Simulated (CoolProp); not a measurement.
Vapour-liquid equilibrium of carbon dioxide (1) + R142b (2) at -17.45 °C; x and y are mole fractions of (1).

Model: multi-fluid Helmholtz-energy mixture model, Span 1996 and Lemmon 2006; pair parameters Bell 2016, in CoolProp.

| x | bubble pressure, mixture model (MPa) | bubble pressure, Raoult's law (MPa) | y, mixture model | y, Raoult's law |
|---|---|---|---|---|
| 0.05 | 0.1519 | 0.1743 | 0.542 | 0.611 |
| 0.125 | 0.2874 | 0.3286 | 0.769 | 0.810 |
| 0.2 | 0.4355 | 0.4829 | 0.856 | 0.882 |
| 0.275 | 0.5909 | 0.6372 | 0.900 | 0.919 |
| 0.35 | 0.7489 | 0.7915 | 0.926 | 0.941 |
| 0.425 | 0.9063 | 0.9459 | 0.943 | 0.957 |
| 0.5 | 1.061 | 1.100 | 0.955 | 0.968 |
| 0.575 | 1.212 | 1.255 | 0.965 | 0.976 |
| 0.65 | 1.362 | 1.409 | 0.972 | 0.982 |
| 0.725 | 1.511 | 1.563 | 0.978 | 0.987 |
| 0.8 | 1.665 | 1.717 | 0.984 | 0.992 |
| 0.875 | 1.827 | 1.872 | 0.990 | 0.995 |
| 0.95 | 2.002 | 2.026 | 0.996 | 0.998 |

The largest gap from Raoult's law is -12.9 % in bubble pressure, at x = 0.05. No azeotrope shows between x = 0.05 and 0.95.

Pair parameters are fitted to limited data, so mixtures are less certain than the pure fluids.
